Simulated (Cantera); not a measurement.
Ammonia decomposition in nitride growth gas

An isothermal, constant-pressure homogeneous reactor starts with 84.0 % NH₃, 16.0 % H₂, at 2300 K and 10.00 Torr.

Computed with Cantera and the gas-phase N/H chemistry of the illustrative SiF4/NH3 mechanism in the Surface Chemkin manual (1991). Walls and surfaces, which speed up NH3 decomposition in real reactors, are not modelled.

```json
[
 {"t (s)": "0.000300", "x NH₃": "0.839", "x H₂": "0.160", "x N₂H₂": "9.19e-7", "x N₂H₄": "9.40e-10", "x N": "8.78e-8", "x H": "7.17e-5", "x N₂": "2.99e-6"},
 {"t (s)": "0.00111", "x NH₃": "0.833", "x H₂": "0.162", "x N₂H₂": "1.67e-5", "x N₂H₄": "9.59e-9", "x N": "2.31e-6", "x H": "0.000228", "x N₂": "0.000427"},
 {"t (s)": "0.00413", "x NH₃": "0.804", "x H₂": "0.183", "x N₂H₂": "3.39e-5", "x N₂H₄": "1.68e-8", "x N": "5.21e-6", "x H": "0.000352", "x N₂": "0.00786"},
 {"t (s)": "0.0153", "x NH₃": "0.702", "x H₂": "0.257", "x N₂H₂": "2.72e-5", "x N₂H₄": "1.32e-8", "x N": "6.50e-6", "x H": "0.000495", "x N₂": "0.0357"},
 {"t (s)": "0.0569", "x NH₃": "0.447", "x H₂": "0.444", "x N₂H₂": "1.41e-5", "x N₂H₄": "6.53e-9", "x N": "8.58e-6", "x H": "0.000933", "x N₂": "0.106"},
 {"t (s)": "0.211", "x NH₃": "0.120", "x H₂": "0.682", "x N₂H₂": "2.76e-6", "x N₂H₄": "1.02e-9", "x N": "9.72e-6", "x H": "0.00209", "x N₂": "0.195"},
 {"t (s)": "0.783", "x NH₃": "0.00124", "x H₂": "0.761", "x N₂H₂": "1.97e-8", "x N₂H₄": "2.19e-12", "x N": "1.04e-5", "x H": "0.0105", "x N₂": "0.227"},
 {"t (s)": "2.91", "x NH₃": "2.61e-7", "x H₂": "0.717", "x N₂H₂": "<1e-12", "x N₂H₄": "<1e-12", "x N": "5.22e-7", "x H": "0.0612", "x N₂": "0.221"},
 {"t (s)": "10.8", "x NH₃": "5.08e-8", "x H₂": "0.709", "x N₂H₂": "<1e-12", "x N₂H₄": "<1e-12", "x N": "1.65e-7", "x H": "0.0710", "x N₂": "0.220"},
 {"t (s)": "40.0", "x NH₃": "4.88e-8", "x H₂": "0.709", "x N₂H₂": "<1e-12", "x N₂H₄": "<1e-12", "x N": "1.58e-7", "x H": "0.0710", "x N₂": "0.220"}
]
```
x: mole fraction; the columns are a selection and need not sum to one.

Equilibrium at this temperature and pressure: NH₃ 4.88e-8, H₂ 0.709, N₂H₂ <1e-12, N₂H₄ <1e-12, N 1.58e-7, H 0.0710, N₂ 0.220 (gas phase only).
